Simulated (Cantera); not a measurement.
Cantera with NASA thermochemical tables; ideal gases at 1 bar, condensed phases pure. Values are per mole of reaction as written; species without (g) are pure solids or liquids, kept so even where they would boil at 1 bar. The tables' values for BOCl are old estimates.

2 BOCl(g) + 2 HBO2(g) → 2 HCl(g) + 3 O2(g) + 4 B

```csv
T (K),ΔH° (kJ),ΔS° (J/K),ΔG° (kJ),log10 K
1298,[?],[?],[?],[?]
1348,1589.9,87.6,1471.9,-57.03
1398,[?],[?],[?],[?]
1448,1592.0,89.1,1463.0,-52.78
1498,1593.1,89.8,1458.6,-50.86
1548,[?],[?],[?],[?]
1598,1595.3,91.2,1449.5,-47.38
1648,1596.5,91.9,1444.9,-45.80
```

Question: Some entries are withheld; supply them.

Answer: 
- 1298, ΔH° (kJ): 1588.9
- 1298, ΔS° (J/K): 86.8
- 1298, ΔG° (kJ): 1476.2
- 1298, log10 K: -59.41
- 1398, ΔH° (kJ): 1591.0
- 1398, ΔS° (J/K): 88.3
- 1398, ΔG° (kJ): 1467.5
- 1398, log10 K: -54.83
- 1548, ΔH° (kJ): 1594.2
- 1548, ΔS° (J/K): 90.5
- 1548, ΔG° (kJ): 1454.1
- 1548, log10 K: -49.06
